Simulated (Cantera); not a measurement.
# Gas-phase reforming

An isothermal, constant-pressure homogeneous reactor starts with 23.6 % CH₄, 73.1 % H₂O, 3.30 % H₂, at 2000 K and 0.132 atm.

Detailed kinetics in Cantera: GRI-Mech 3.0 (53 species, 325 reactions).

```json
[
 {"t (s)": "4.00e-5", "x CH₄": "0.230", "x H₂O": "0.729", "x H₂": "0.0360", "x C₂H₄": "0.000248", "x H₂O₂": "2.20e-11", "x CO": "1.88e-6", "x HO₂": "8.21e-12"},
 {"t (s)": "0.000132", "x CH₄": "0.203", "x H₂O": "0.718", "x H₂": "0.0575", "x C₂H₄": "0.00578", "x H₂O₂": "1.76e-10", "x CO": "0.000316", "x HO₂": "8.47e-11"},
 {"t (s)": "0.000434", "x CH₄": "0.101", "x H₂O": "0.649", "x H₂": "0.186", "x C₂H₄": "0.00736", "x H₂O₂": "3.16e-10", "x CO": "0.00500", "x HO₂": "2.38e-10"},
 {"t (s)": "0.00143", "x CH₄": "0.0317", "x H₂O": "0.580", "x H₂": "0.294", "x C₂H₄": "0.000714", "x H₂O₂": "3.13e-10", "x CO": "0.0170", "x HO₂": "2.76e-10"},
 {"t (s)": "0.00470", "x CH₄": "0.0115", "x H₂O": "0.506", "x H₂": "0.367", "x C₂H₄": "0.000119", "x H₂O₂": "2.94e-10", "x CO": "0.0434", "x HO₂": "2.77e-10"},
 {"t (s)": "0.0155", "x CH₄": "0.00731", "x H₂O": "0.407", "x H₂": "0.447", "x C₂H₄": "4.22e-5", "x H₂O₂": "1.58e-10", "x CO": "0.0904", "x HO₂": "1.51e-10"},
 {"t (s)": "0.0510", "x CH₄": "0.00225", "x H₂O": "0.331", "x H₂": "0.508", "x C₂H₄": "4.10e-6", "x H₂O₂": "9.17e-11", "x CO": "0.133", "x HO₂": "9.17e-11"},
 {"t (s)": "0.168", "x CH₄": "3.28e-6", "x H₂O": "0.317", "x H₂": "0.520", "x C₂H₄": "6.87e-10", "x H₂O₂": "9.69e-11", "x CO": "0.141", "x HO₂": "9.78e-11"},
 {"t (s)": "0.553", "x CH₄": "4.56e-11", "x H₂O": "0.317", "x H₂": "0.520", "x C₂H₄": "<1e-12", "x H₂O₂": "1.04e-10", "x CO": "0.141", "x HO₂": "1.05e-10"},
 {"t (s)": "1.82", "x CH₄": "4.56e-11", "x H₂O": "0.317", "x H₂": "0.520", "x C₂H₄": "<1e-12", "x H₂O₂": "1.04e-10", "x CO": "0.141", "x HO₂": "1.05e-10"},
 {"t (s)": "6.00", "x CH₄": "4.56e-11", "x H₂O": "0.317", "x H₂": "0.520", "x C₂H₄": "<1e-12", "x H₂O₂": "1.04e-10", "x CO": "0.141", "x HO₂": "1.05e-10"}
]
```
x: mole fraction; the columns are a selection and need not sum to one.

Equilibrium at this temperature and pressure: CH₄ 5.43e-11, H₂O 0.317, H₂ 0.520, C₂H₄ <1e-12, H₂O₂ 1.04e-10, CO 0.141, HO₂ 1.05e-10 (gas phase only).
